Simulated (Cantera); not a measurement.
Feed: 1 mol Al, 8.2 mol O2, 1.2 mol N2, equilibrated at 1.33 mbar.

Equilibrium computed with Cantera from the NASA thermochemical tables; the gas is ideal and each condensed phase is pure. Candidate condensed phases: Al, AlN, Al2O3; 16 gas species. Kinetics and transport are ignored.

Q: At 1623 K, list the 4 most abundant gas species with their mole fractions, and the condensed phases.

A: O2 0.860, N2 0.138, NO 0.00181, O 0.000483. Condensed: Al2O3(s).
